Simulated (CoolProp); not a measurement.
Model: reference Helmholtz-energy equation of state, Lemmon 2013, in CoolProp.

### Question
For propylene, give the phase and the cv (kJ/(kg K)), expansivity (1/kK) at 1.35 °C and 1.63 MPa; 1.35 °C and 4.88 MPa; 1.35 °C and 10.6 MPa.

### Answer
- 1.35 °C and 1.63 MPa: liquid; cv 1.48, expansivity 2.73
- 1.35 °C and 4.88 MPa: liquid; cv 1.48, expansivity 2.52
- 1.35 °C and 10.6 MPa: liquid; cv 1.48, expansivity 2.24
